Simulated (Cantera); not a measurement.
Charge: 1 mol Si₂H₆, 0.02 mol Cl₂, 190 mol H₂, at 1548.15 K and 1900 Pa.

Equilibrium computed with Cantera from the NASA thermochemical tables; the gas is ideal and each condensed phase is pure. Candidate condensed phases: Si; 19 gas species. The feed counts by its element totals alone. Equilibrium is a limit: real reactors are often held back by kinetics, nucleation or transport.

Base state: H₂ 1.000, H 0.000224, HCl 0.000207 (mole fractions); condensed: Si(s).

What changes in the equilibrium state with this change: Cl₂ from 0.02 to 0.15 mol?


```
species       before     after
----------  --------  --------
H₂             1.000     0.998
HCl         0.000207   0.00154
H           0.000224  0.000224
Si(s), mol      2.00      2.00
```

What changes in the equilibrium state with this change: Si₂H₆ replaced by SiHCl₃?


```csv
species,before,after
H₂,1.000,0.985
HCl,0.000207,0.0144
SiCl₂,1.42e-7,0.000702
H,0.000224,0.000222
"Si(s), mol",2.00,0.863
```
